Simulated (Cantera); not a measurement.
**Equilibrium for silicon etching in halogen gases: Si + HF**

A closed system holds: 1 mol Si, a varied amount of HF, at 1198.15 K and 0.00133 bar.

Equilibrium computed with Cantera from the NASA thermochemical tables; the gas is ideal and each condensed phase is pure. Candidate condensed phases: Si; 25 gas species. The tables' values for SiF3, SiF2 are old estimates; treat these amounts as uncertain. Equilibrium is a limit: real reactors are often held back by kinetics, nucleation or transport.

From 1.5 mol HF to 3.8 mol HF the condensed part is Si(s). From 4.8 mol HF to 13 mol HF nothing is condensed. The main Si-bearing gas is SiF4 throughout.

```
n(HF) (mol)      x HF   x H2  x SiF4   x SiF3  x SiHF3  n Si(s)
-----------  --------  -----  ------  -------  -------  -------
1.5          0.000885  0.661   0.314   0.0161  0.00754    0.618
1.8          0.000885  0.661   0.314   0.0161  0.00754    0.542
2.3          0.000885  0.661   0.314   0.0161  0.00754    0.414
3            0.000885  0.661   0.314   0.0161  0.00754    0.236
3.8          0.000885  0.661   0.314   0.0161  0.00754   0.0323
4.8             0.211  0.526   0.263  5.07e-5  2.12e-5        0
6.1             0.412  0.392   0.196  1.67e-5  6.01e-6        0
7.8             0.559  0.294   0.147  7.99e-6  2.49e-6        0
9.9             0.663  0.225   0.112  4.50e-6  1.23e-6        0
13              0.750  0.167  0.0833  2.54e-6  5.96e-7        0
```
x: gas mole fraction; n: condensed amount in mol.
